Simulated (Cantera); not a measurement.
A closed system holds: 1 mol Si2Cl6, 4.5 mol HCl, a varied amount of H2, held at 1302 °C and 1.00 bar.

Cantera equilibrium calculation (NASA polynomials, part measured and part estimated; ideal gas, pure solids and liquids). Candidate condensed phases: Si; 19 gas species. The feed counts by its element totals alone. Kinetics and transport are ignored.

Task: Which condensed phases are stable at each of these points (n(H2) (mol)): 27, 36, 48, 63, 84, 110, 150, 200, 260, 350, 460, 610?

Result: 
```tsv
n(H2) (mol)	condensed phases	Si condensed (%)
27	gas only	0.0
36	gas only	0.0
48	gas only	0.0
63	gas only	0.0
84	Si(s)	2.8
110	Si(s)	14.3
150	Si(s)	27.5
200	Si(s)	39.1
260	Si(s)	48.9
350	Si(s)	58.8
460	Si(s)	66.6
610	Si(s)	73.4
```

From 27 mol H2 to 63 mol H2 nothing is condensed. From 84 mol H2 to 610 mol H2 the condensed part is Si(s).
